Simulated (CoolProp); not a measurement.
Vapour-liquid equilibrium of cyclohexane (1) + n-heptane (2) at 369.3 K; x and y are mole fractions of (1).

Values from CoolProp's multi-fluid Helmholtz-energy mixture model, Zhou 2014 and Span 2003; pair parameters Bell 2016.

```tsv
x	bubble pressure, mixture model (kPa)	bubble pressure, Raoult's law (kPa)	y, mixture model	y, Raoult's law
0.05	?	97.98	0.080	0.080
0.2	108.1	107.4	?	0.293
0.35	117.9	116.8	0.469	0.472
0.5	?	126.2	?	0.624
0.65	136.7	135.6	0.748	0.755
0.8	?	145.0	0.863	0.869
0.95	?	154.4	?	0.969
```

### Question
What belongs in the gaps?

### Answer

- 0.05, bubble pressure, mixture model (kPa): 98.16
- 0.2, y, mixture model: 0.292
- 0.5, bubble pressure, mixture model (kPa): 127.4
- 0.5, y, mixture model: 0.619
- 0.8, bubble pressure, mixture model (kPa): 145.8
- 0.95, bubble pressure, mixture model (kPa): 154.6
- 0.95, y, mixture model: 0.967

The largest gap from Raoult's law is +1.0 % in bubble pressure, at x = 0.5. No azeotrope shows between x = 0.05 and 0.95.

The pair parameters rest on a limited set of measurements; away from them the model extrapolates.
